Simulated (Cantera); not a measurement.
Input: 1 mol HgO, 1.8 mol H2, held at 1200 °C and 12.0 mbar.

Method: chemical equilibrium by Gibbs-energy minimisation in Cantera with the NASA 1993 tables (ideal gas, pure condensed phases). Candidate condensed phases: H2O, Hg, HgO; 10 gas species. Equilibrium is a limit: real reactors are often held back by kinetics, nucleation or transport.

Base state: Hg 0.357, H2O 0.357, H2 0.286, H 6.18e-5 (mole fractions); condensed: gas only.

Task: What changes in the equilibrium state with this change: HgO replaced by PbO?

Result: 
| species | before | after |
|---|---|---|
| H2O | 0.357 | 0.357 |
| Pb | 0 | 0.357 |
| H2 | 0.286 | 0.286 |
| Hg | 0.357 | 0 |
| PbO | 0 | 0.000142 |
| Pb2 | 0 | 2.85e-5 |
Further candidate phases: Pb, PbO, PbO2, Pb3O4.
